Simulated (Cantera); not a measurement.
A closed system holds: 1 mol BF3, 3.1 mol H2O, at 1.00 bar.

Cantera equilibrium calculation (NASA polynomials, part measured and part estimated; ideal gas, pure solids and liquids). Candidate condensed phases: B, B2O3, B3O3H3, H2O; 43 gas species. Gases not in the tables: H3BO3. Kinetics and transport are ignored.

x: gas mole fraction; n: condensed amount in mol.

```
T (K)  x H2O   x HF   x BOF    x BF3  x HBO2  x B3O3F3      x H2  n B2O3(l)
-----  -----  -----  ------  -------  ------  --------  --------  ---------
1448   0.517  0.346  0.0217   0.0894  0.0108    0.0132   8.17e-5      0.128
1523   0.492  0.355  0.0434   0.0758  0.0208    0.0115  0.000157     0.0931
1598   0.463  0.350       ?        ?       ?         ?         ?          ?
1673   0.430  0.371   0.105   0.0440  0.0448   0.00355  0.000469          0
1748   0.406  0.393       ?        ?  0.0471         ?         ?          0
1823   0.389  0.411   0.131   0.0188  0.0479  0.000287   0.00118          0
1898   0.377  0.422   0.137   0.0117  0.0482   8.08e-5   0.00179          0
1973   0.369  0.430   0.140  0.00723  0.0484   2.40e-5   0.00266          0
```

Question: Fill in the missing entries.

Answer: 
- 1598, x BOF: 0.0788
- 1598, x BF3: 0.0601
- 1598, x HBO2: 0.0371
- 1598, x B3O3F3: 0.00924
- 1598, x H2: 0.000280
- 1598, n B2O3(l): 0.0114
- 1748, x BOF: 0.121
- 1748, x BF3: 0.0296
- 1748, x B3O3F3: 0.00104
- 1748, x H2: 0.000755
